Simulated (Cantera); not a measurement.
Adiabatic ignition

An adiabatic, constant-volume homogeneous reactor starts with CH₄ : O₂ : N₂ = 1 : 1.67 : 15.2 (molar parts), equivalence ratio 1.2, at 1248 K and 1950 Torr.

Cantera simulation using GRI-Mech 3.0 (53 species, 325 reactions); the numbers are that mechanism's predictions, not measurements.

```json
[
 {"t (s)": "3.00e-6", "T (K)": "1248", "P (bar)": "2.60", "x CH₄": "0.0560", "x O₂": "0.0935", "x OH": "1.19e-11", "x HO₂": "4.48e-9", "x H": "3.27e-11"},
 {"t (s)": "7.44e-6", "T (K)": "1248", "P (bar)": "2.60", "x CH₄": "0.0560", "x O₂": "0.0935", "x OH": "1.73e-11", "x HO₂": "1.11e-8", "x H": "3.51e-11"},
 {"t (s)": "1.85e-5", "T (K)": "1248", "P (bar)": "2.60", "x CH₄": "0.0560", "x O₂": "0.0935", "x OH": "3.24e-11", "x HO₂": "2.72e-8", "x H": "4.12e-11"},
 {"t (s)": "4.58e-5", "T (K)": "1248", "P (bar)": "2.60", "x CH₄": "0.0560", "x O₂": "0.0935", "x OH": "8.08e-11", "x HO₂": "6.59e-8", "x H": "5.76e-11"},
 {"t (s)": "0.000114", "T (K)": "1248", "P (bar)": "2.60", "x CH₄": "0.0560", "x O₂": "0.0935", "x OH": "2.44e-10", "x HO₂": "1.54e-7", "x H": "1.08e-10"},
 {"t (s)": "0.000282", "T (K)": "1248", "P (bar)": "2.60", "x CH₄": "0.0560", "x O₂": "0.0935", "x OH": "7.93e-10", "x HO₂": "3.24e-7", "x H": "3.06e-10"},
 {"t (s)": "0.000698", "T (K)": "1248", "P (bar)": "2.60", "x CH₄": "0.0560", "x O₂": "0.0934", "x OH": "2.58e-9", "x HO₂": "4.78e-7", "x H": "1.13e-9"},
 {"t (s)": "0.00173", "T (K)": "1248", "P (bar)": "2.60", "x CH₄": "0.0559", "x O₂": "0.0934", "x OH": "5.01e-9", "x HO₂": "4.90e-7", "x H": "2.38e-9"},
 {"t (s)": "0.00430", "T (K)": "1249", "P (bar)": "2.60", "x CH₄": "0.0558", "x O₂": "0.0934", "x OH": "7.78e-9", "x HO₂": "8.57e-7", "x H": "4.42e-9"},
 {"t (s)": "0.0107", "T (K)": "1251", "P (bar)": "2.61", "x CH₄": "0.0554", "x O₂": "0.0931", "x OH": "1.98e-8", "x HO₂": "2.20e-6", "x H": "1.48e-8"},
 {"t (s)": "0.0264", "T (K)": "2288", "P (bar)": "4.90", "x CH₄": "<1e-12", "x O₂": "0.00254", "x OH": "0.00447", "x HO₂": "1.91e-6", "x H": "0.00478"},
 {"t (s)": "0.0655", "T (K)": "2399", "P (bar)": "5.10", "x CH₄": "<1e-12", "x O₂": "0.000140", "x OH": "0.00109", "x HO₂": "6.62e-8", "x H": "0.000802"},
 {"t (s)": "0.163", "T (K)": "2399", "P (bar)": "5.10", "x CH₄": "<1e-12", "x O₂": "0.000140", "x OH": "0.00109", "x HO₂": "6.62e-8", "x H": "0.000802"},
 {"t (s)": "0.403", "T (K)": "2399", "P (bar)": "5.10", "x CH₄": "<1e-12", "x O₂": "0.000140", "x OH": "0.00109", "x HO₂": "6.62e-8", "x H": "0.000802"},
 {"t (s)": "1.00", "T (K)": "2399", "P (bar)": "5.10", "x CH₄": "<1e-12", "x O₂": "0.000140", "x OH": "0.00109", "x HO₂": "6.62e-8", "x H": "0.000802"}
]
```
x: mole fraction; the columns are a selection and need not sum to one.

| Item | Result |
|---|---|
| time of steepest temperature rise | 26.4 ms |
| temperature at 1.00 s | 2399 K |
| equilibrium temperature | 2399 K |
| x(CH₄) at 1.00 s | <1e-12 (gas-phase equilibrium <1e-12) |
| x(O₂) at 1.00 s | 0.000140 (gas-phase equilibrium 0.000140) |
| x(OH) at 1.00 s | 0.00109 (gas-phase equilibrium 0.00109) |
